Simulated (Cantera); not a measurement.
A Cantera script and its output.

```python
import numpy as np
import cantera as ct

surf = ct.Interface("ptcombust.yaml", "Pt_surf")
gas = surf.adjacent["gas"]
gas.TPX = 825, 47000, {'H2': 0.0075, 'O2': 0.081, 'N2': 0.79}
surf.TP = 825, 47000
reactor = ct.FlowReactor(gas, clone=False)
reactor.area = 0.0001  # m2
reactor.surface_area_to_volume_ratio = 120  # 1/m
reactor.mass_flow_rate = 0.78 * reactor.area * gas.density  # inlet velocity 0.78 m/s
reactor.energy_enabled = False
wall = ct.ReactorSurface(surf, reactor, clone=False)
net = ct.ReactorNet([reactor])
net.rtol, net.atol = 1e-8, 1e-16
show, cover = ['H2', 'O2', 'H2O'], ['PT(S)', 'H(S)', 'O(S)', 'OH(S)', 'CO(S)', 'C(S)']

rows = []
print(f"{'z/m':>9s}{'u/(m/s)':>9s}" + "".join(f"{s:>13s}" for s in show + cover))
for z in [5.8e-05, 9.6e-05, 0.00016, 0.00027, 0.00045, 0.00074, 0.0012, 0.0021, 0.0035, 0.0058]:
    net.advance(z)
    rows.append([reactor.speed, *gas[show].X, *surf[cover].coverages])
    print(f"{z:9.4g}{rows[-1][0]:9.3g}" + "".join(f"{x:13.4e}" for x in rows[-1][1:]))
```

Output:

```
      z/m  u/(m/s)           H2           O2          H2O        PT(S)         H(S)         O(S)        OH(S)        CO(S)         C(S)
  5.8e-05     0.78   8.0680e-03   9.1989e-02   4.7132e-04   1.7939e-01   5.3718e-08   8.1898e-01   1.6217e-03  -9.2320e-31  -1.2685e-33
  9.6e-05     0.78   7.7851e-03   9.1860e-02   7.5538e-04   1.7428e-01   5.1449e-08   8.2409e-01   1.6282e-03  -3.9371e-30   3.2903e-33
  0.00016     0.78   7.3471e-03   9.1660e-02   1.1953e-03   1.6645e-01   4.8026e-08   8.3191e-01   1.6362e-03   9.3812e-30  -1.5155e-33
  0.00027    0.779   6.6888e-03   9.1360e-02   1.8564e-03   1.5494e-01   4.3107e-08   8.4341e-01   1.6436e-03   1.0023e-28   1.5694e-31
  0.00045    0.779   5.8094e-03   9.0959e-02   2.7396e-03   1.4014e-01   3.7001e-08   8.5821e-01   1.6451e-03   7.5685e-28   1.3833e-29
  0.00074    0.779   4.7440e-03   9.0473e-02   3.8095e-03   1.2334e-01   3.0390e-08   8.7502e-01   1.6353e-03  -8.8575e-26  -8.3012e-29
   0.0012    0.778   3.5841e-03   8.9945e-02   4.9744e-03   1.0678e-01   2.4236e-08   8.9161e-01   1.6127e-03   3.5482e-30  -9.0723e-33
   0.0021    0.778   2.2447e-03   8.9334e-02   6.3196e-03   9.0225e-02   1.8481e-08   9.0820e-01   1.5762e-03  -4.1740e-27  -9.6971e-30
   0.0035    0.777   1.1978e-03   8.8857e-02   7.3709e-03   7.9279e-02   1.4907e-08   9.1918e-01   1.5437e-03  -2.7485e-27  -5.9407e-30
   0.0058    0.777   4.7383e-04   8.8527e-02   8.0980e-03   7.2687e-02   1.2849e-08   9.2579e-01   1.5208e-03  -2.7868e-28  -6.4435e-31
```

Detailed kinetics in Cantera: Deutschmann's 1995 Pt surface mechanism with GRI-Mech 3.0 gas chemistry. Catalytic surfaces can have several steady states; this one follows from the mechanism file's or the stated starting coverage. Mass transfer to the wall is taken as infinitely fast.
